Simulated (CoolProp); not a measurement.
2000 sccm (0 °C, 1 atm) of nitrogen bubbles through liquid dimethyl carbonate at 305.9 K and leaves saturated at a total pressure of 0.0922 MPa (ideal gas phase). Each further row changes one setting.

Model: reference Helmholtz-energy equation of state, Zhou 2011, in CoolProp.

```csv
case,vapour pressure (kPa),mole fraction of vapour,delivery (mg/min),delivery (sccm),change of delivery for a bath 1 K warmer (%)
as stated,10.7,0.116,1050,262,5.6
bath temperature 310.9 K,13.5,…,…,…,5.6
total pressure 0.184 MPa,10.7,…,495,123,5.2
```

Q: Fill in the missing entries.

A: 
- bath temperature 310.9 K, mole fraction of vapour: 0.147
- bath temperature 310.9 K, delivery (mg/min): 1380
- bath temperature 310.9 K, delivery (sccm): 344
- total pressure 0.184 MPa, mole fraction of vapour: 0.0581
